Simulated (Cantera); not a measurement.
## SiHCl₃ + C₃H₈ + H₂ + CH₄ (silicon carbide growth)

A closed system holds: 1 mol SiHCl₃, a varied amount of C₃H₈, 5.1 mol H₂, 0.42 mol CH₄, held at 1550 °C and 85.0 mbar.

These are equilibrium values from Cantera (NASA tables, ideal gas, pure condensed phases), not measurements of a reactor. Candidate condensed phases: C, C₆H₆, C₇H₈, C₈H₁₈, Si, SiC; 109 gas species. The tables' values for SiCl₃, SiCl are old estimates; treat these amounts as uncertain. Kinetics and transport are ignored.

| n(C₃H₈) (mol) | x H₂ | x HCl | x SiCl₂ | x SiCl₃ | x H | x Cl | n SiC(s) | n C(graphite) |
|---|---|---|---|---|---|---|---|---|
| 0.046 | 0.686 | 0.258 | 0.0520 | 0.00215 | 0.00123 | 0.000353 | 0.558 | 0 |
| 0.064 | 0.682 | 0.269 | 0.0451 | 0.00195 | 0.00123 | 0.000369 | 0.612 | 0 |
| 0.091 | 0.676 | 0.285 | 0.0351 | 0.00162 | 0.00122 | 0.000393 | 0.693 | 0 |
| 0.13 | 0.668 | 0.308 | 0.0213 | 0.00107 | 0.00122 | 0.000427 | 0.809 | 0 |
| 0.18 | 0.666 | 0.319 | 0.0122 | 0.000637 | 0.00121 | 0.000444 | 0.888 | 0.0698 |
| 0.26 | 0.677 | 0.309 | 0.0113 | 0.000564 | 0.00122 | 0.000426 | 0.893 | 0.304 |
| 0.36 | 0.690 | 0.297 | 0.0102 | 0.000487 | 0.00124 | 0.000406 | 0.899 | 0.598 |
x: gas mole fraction; n: condensed amount in mol.

From 0.046 mol C₃H₈ to 0.13 mol C₃H₈ the condensed part is SiC(s). From 0.18 mol C₃H₈ to 0.36 mol C₃H₈ the condensed part is C(graphite) + SiC(s). The main Si-bearing gas is SiCl₂ throughout. The share of Si in condensed phases is highest at 0.36 mol C₃H₈ (89.9 %) and lowest at 0.046 mol C₃H₈ (55.8 %).
